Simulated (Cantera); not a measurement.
Charge: 1 mol Si3N4, 0.39 mol H2O, held at 11.0 Pa.

Cantera equilibrium calculation (NASA polynomials, part measured and part estimated; ideal gas, pure solids and liquids). Candidate condensed phases: H2O, Si, SiO2, Si2N2O, Si3N4; 35 gas species. Mutual solubility and eutectic melting of coexisting phases are not modelled. Equilibrium is a limit: real reactors are often held back by kinetics, nucleation or transport.

Which condensed phases are stable at each of these points (T (°C)): 775, 850, 925, 1000, 1075, 1150, 1225, 1300, 1375, 1450, 1525?


```
T (°C)              condensed phases  Si condensed (%)
------  ----------------------------  ----------------
775             Si2N2O(s) + Si3N4(s)             100.0
850             Si2N2O(s) + Si3N4(s)             100.0
925             Si2N2O(s) + Si3N4(s)             100.0
1000            Si2N2O(s) + Si3N4(s)             100.0
1075            Si2N2O(s) + Si3N4(s)             100.0
1150            Si2N2O(s) + Si3N4(s)             100.0
1225    Si(s) + Si2N2O(s) + Si3N4(s)              99.8
1300               Si(s) + Si2N2O(s)              91.9
1375                           Si(s)              86.8
1450                           Si(l)              86.1
1525                           Si(l)              84.2
```

From 775 °C to 1150 °C the condensed part is Si2N2O(s) + Si3N4(s). At 1225 °C the condensed part is Si(s) + Si2N2O(s) + Si3N4(s). At 1300 °C the condensed part is Si(s) + Si2N2O(s). At 1375 °C the condensed part is Si(s). From 1450 °C to 1525 °C the condensed part is Si(l).
